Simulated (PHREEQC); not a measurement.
A solution holds 8.9 mmol/kgw Cu(NO3)2, 0.084 mmol/kgw HCl and 180 mmol/kgw H3BO3, at 25 °C. Closed to the air; pH follows from the charge balance.

The numbers come from PHREEQC with the ion-association model, phreeqc.dat.

| quantity | before | after |
|---|---|---|
| pH | 4.12 | 3.83 |
| ionic strength (mol/kgw) | 0.0268 | 0.0269 |
| H2BO3- (mol/kgw) | 1.59e-6 | 8.19e-7 |
| CuOH+ (mol/kgw) | 7.59e-7 | 3.90e-7 |
| Cu2(OH)2+2 (mol/kgw) | 3.43e-7 | 9.05e-8 |

**Question.** What was changed between the two runs?
A) 0.029 mol/kgw Na2SO4 added
B) diluted 2-fold with water
C) HCl from 8.4e-05 to 0.000168 mol/kgw
D) temperature from 25 to 20 °C

**Answer.** C, HCl from 8.4e-05 to 0.000168 mol/kgw

No solid was allowed to form.
